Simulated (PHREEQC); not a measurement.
PHREEQC input (ion-association model, wateq4f.dat):

```
SOLUTION_MASTER_SPECIES
  An  An-  0  An  62.0  # stands for a non-complexing anion
SOLUTION_SPECIES
  An- = An-
    -log_k 0
    -gamma 3.0 0
PHASES
  Fix_H+
    H+ = H+
    -log_k 0
SOLUTION 1
  temp 25
  units mmol/kgw
  pH 7 charge
  Na 5
  An 5
END
SELECTED_OUTPUT 1
  -reset false
  -pH true
  -pe true
  -ionic_strength true
  -water true
  -totals Na
  -molalities Hfo_wOH Hfo_wOH2+ Hfo_wO- Hfo_sOH Hfo_sOH2+ Hfo_sO-
USER_PUNCH 1
  -headings sigma psi
  10 PUNCH EDL("sigma", "Hfo"), EDL("psi", "Hfo")
PRINT
  -reset false
USE solution 1
SURFACE 1
  Hfo_wOH 0.000204494 600 0.091
  Hfo_sOH 5.11236e-06
EQUILIBRIUM_PHASES 1
  Fix_H+ -4 HAn 10
    -force_equality true
  O2(g) -0.68 10
END
# ... the last block is repeated for the other 16 points of pH, with NaOH or the acid as the point needs
```

Selected output (columns that matter, 10 of 17 rows; pH added in front):

```
pH	mu	Na	m_Hfo_wOH	m_Hfo_wOH2+	m_Hfo_wO-	m_Hfo_sOH	m_Hfo_sOH2+	m_Hfo_sO-	sigma	psi
4	0.0051589	0.005	9.9309e-05	0.00010299	2.1937e-06	2.4827e-06	2.5748e-06	5.4842e-08	0.18259	0.19369
5	0.0050362	0.005	0.00013924	5.7535e-05	7.7196e-06	3.481e-06	1.4384e-06	1.9299e-07	0.090238	0.15817
6	0.0050117	0.005	0.00015359	3.5808e-05	1.5093e-05	3.8398e-06	8.9519e-07	3.7732e-07	0.037524	0.11372
6.5	0.0050067	0.005	0.00015574	3.0592e-05	1.8163e-05	3.8935e-06	7.648e-07	4.5408e-07	0.022514	0.088544
7.5	0.0050017	0.005	0.00015689	2.5448e-05	2.2158e-05	3.9222e-06	6.3621e-07	5.5394e-07	0.0059607	0.034307
8.5	0.0050044	0.0050055	0.00015694	2.2766e-05	2.4786e-05	3.9236e-06	5.6914e-07	6.1964e-07	-0.0036593	-0.021979
9.5	0.0050392	0.0050442	0.00015621	1.926e-05	2.9025e-05	3.9052e-06	4.8149e-07	7.2562e-07	-0.017689	-0.076958
10	0.0051168	0.0051254	0.00015473	1.6479e-05	3.3284e-05	3.8683e-06	4.1196e-07	8.3211e-07	-0.030443	-0.10277
11	0.0061117	0.0061346	0.00014241	8.7036e-06	5.338e-05	3.5603e-06	2.1759e-07	1.3345e-06	-0.080931	-0.14766
12	0.01647	0.016531	8.3273e-05	1.325e-06	0.0001199	2.0818e-06	3.3124e-08	2.9974e-06	-0.21479	-0.17224
```

Complexes and solids missing from the database can't appear.
